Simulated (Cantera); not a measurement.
# Silicon epitaxy and polysilicon growth: SiH4 + Cl2 + H2 + HCl

Input: 1 mol SiH4, 0.069 mol Cl2, 8.3 mol H2, 0.15 mol HCl, at 1.00 bar.

These are equilibrium values from Cantera (NASA tables, ideal gas, pure condensed phases), not measurements of a reactor. Candidate condensed phases: Si; 19 gas species. The tables' values for SiCl3 are old estimates; treat these amounts as uncertain. Gases not in the tables: Si2H6 and higher silanes. The numbers say what is thermodynamically allowed, not how fast it happens.

```csv
T (°C),log p H2,log p HCl,log p SiCl2,log p H,log p SiCl3,n Si(s),n Si(l)
1227,-0.01,-1.64,-2.75,-4.76,-3.99,0.979,0
1252,-0.01,-1.64,-2.74,-4.63,-4.05,0.979,0
1277,-0.01,-1.63,-2.74,-4.51,-4.10,0.979,0
1302,-0.01,-1.63,-2.73,-4.39,-4.16,0.979,0
1327,-0.01,-1.63,-2.72,-4.27,-4.21,0.978,0
1352,-0.01,-1.63,-2.71,-4.16,-4.27,0.978,0
1377,-0.01,-1.63,-2.71,-4.05,-4.32,0.978,0
1402,-0.01,-1.63,-2.70,-3.94,-4.37,0.978,0
1427,-0.01,-1.63,-2.70,-3.84,-4.43,0,0.978
1452,-0.01,-1.63,-2.71,-3.74,-4.49,0,0.979
1477,-0.01,-1.63,-2.73,-3.64,-4.55,0,0.979
```
log p: log10 of the partial pressure in bar; n: condensed amount in mol.

From 1227 °C to 1402 °C the condensed part is Si(s). From 1427 °C to 1477 °C the condensed part is Si(l). The main Si-bearing gas is SiCl2 throughout.
